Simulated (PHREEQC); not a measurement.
Consider water at 70 °C with 130 mmol/kgw H2SO4, 0.036 mmol/kgw NaCl and 21 mmol/kgw KCl. Closed to the air; pH follows from the charge balance.

All values are PHREEQC results (ion-association model, wateq4f.dat), not measurements.

### Question
The ionic strength comes out as 0.170 mol/kgw. What activity coefficients do H+, Na+, SO4-2, KSO4-, K+ get?

### Answer
H+ 0.79, Na+ 0.73, SO4-2 0.28, KSO4- 0.74, K+ 0.70.

Precipitation was switched off in this run. Constants without temperature data keep their 25 °C values here.
